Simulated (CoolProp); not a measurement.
C2F6 (R116) at 298.37 K and 0.128 MPa is throttled through a valve to 0.0789 MPa with no heat exchange. Each further row changes one setting.

Values from CoolProp's reference Helmholtz-energy equation of state, Lemmon 2006. It is a short technical equation, of lower accuracy than the large ones.

| case | temperature change (K) | final density (kg/m³) |
|---|---|---|
| as stated | [?] | [?] |
| outlet pressure 0.0237 MPa | [?] | [?] |
| outlet pressure 0.103 MPa | -0.2 | 5.80 |

Problem. Complete the blanks.

Solution. 
- as stated, temperature change (K): -0.4
- as stated, final density (kg/m³): 4.43
- outlet pressure 0.0237 MPa, temperature change (K): -0.9
- outlet pressure 0.0237 MPa, final density (kg/m³): 1.33
